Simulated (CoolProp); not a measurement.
A simple Rankine cycle with 1,2-dichloroethane: condensing at 293.15 K, boiler at 2.96 MPa, turbine inlet 499 K, turbine efficiency 0.65, pump efficiency 0.8, no recuperator. Each further row changes one setting.

Model: reference Helmholtz-energy equation of state, Thol 2015, in CoolProp.

```tsv
case	thermal efficiency (%)	net work (kJ/kg)	heat in (kJ/kg)	turbine exit temperature (K)	volume ratio over the turbine
as stated	15.9	46.8	294	293.1	1810
condensing temperature 285.15 K	16.7	50.8	305	285.2	2690
boiler pressure 2.07 MPa	20.4	104	510	350.2	236
turbine efficiency 0.55	13.3	39.1	294	293.1	1860
```

The expansion ends wet for: as stated; condensing temperature 285.15 K; turbine efficiency 0.55.
